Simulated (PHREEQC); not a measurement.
A solution holds 0.031 mol/kgw NiCl2 and 9.7e-05 mol/kgw HCl, at 25 °C. Closed to the air; pH follows from the charge balance.

The numbers come from PHREEQC with the ion-association model, wateq4f.dat.

Precipitation was switched off in this run.

Problem. Order these Ni species by the share of Ni that they hold, largest first: NiCl2, NiCl+, Ni+2.

Solution. Ni+2 (94 %), NiCl+ (5.3 %), NiCl2 (0.69 %)

The pH is 4.09 and the ionic strength 0.0891 mol/kgw.
